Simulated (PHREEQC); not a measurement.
Solution (20 °C): 0.19 mol/kgw FeSO4, 0.00022 mol/kgw ZnCl2, 2e-05 mol/kgw H2SO4 and 7.4e-05 mol/kgw NaCl. It is in equilibrium with CO2 at log p = -3.4 (atm). Otherwise closed; pH follows from the charge balance.

Computed with PHREEQC (ion-association model, wateq4f.dat).

No solid was allowed to form.

Order these C species by the share of C that they hold, largest first: CO2, HCO3-, FeHCO3+.

CO2 (79 %), FeHCO3+ (15 %), HCO3- (5.8 %)

The pH is 5.05 and the ionic strength 0.400 mol/kgw. Species that the database lacks are ignored.
